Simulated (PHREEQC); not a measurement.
Solution (53 °C): 0.087 mol/kgw MgCl2 and 0.0013 mol/kgw Na2SO4. Closed to the air; pH follows from the charge balance.

All values are PHREEQC results (ion-association model, wateq4f.dat), not measurements.

Precipitation was switched off in this run.

Question: Order these S species by the share of S that they hold, largest first: NaSO4-, MgSO4, SO4-2.

Answer: MgSO4 (74 %), SO4-2 (26 %), NaSO4- (0.10 %)

The ionic strength is 0.261 mol/kgw. Constants without temperature data keep their 25 °C values here.
